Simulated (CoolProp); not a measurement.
Model: reference Helmholtz-energy equation of state, Lemmon 2006, in CoolProp. It is a short technical equation, of lower accuracy than the large ones.

### Question
For toluene, give the phase and the density (kg/m³), Joule-Thomson coefficient (K/MPa), Prandtl number at 342.05 °C and 3.09 MPa; 342.05 °C and 3.48 MPa; 342.05 °C and 5.8 MPa.

### Answer
- 342.05 °C and 3.09 MPa: gas; density 78.2, Joule-Thomson coefficient 10.2, Prandtl number 0.844
- 342.05 °C and 3.48 MPa: gas; density 94.3, Joule-Thomson coefficient 10.9, Prandtl number 0.886
- 342.05 °C and 5.8 MPa: supercritical; density 371, Joule-Thomson coefficient 6.59, Prandtl number 2.39

Viscosity comes from a separate model (Avgeri 2015). Thermal conductivity comes from a separate model (Assael 2012).
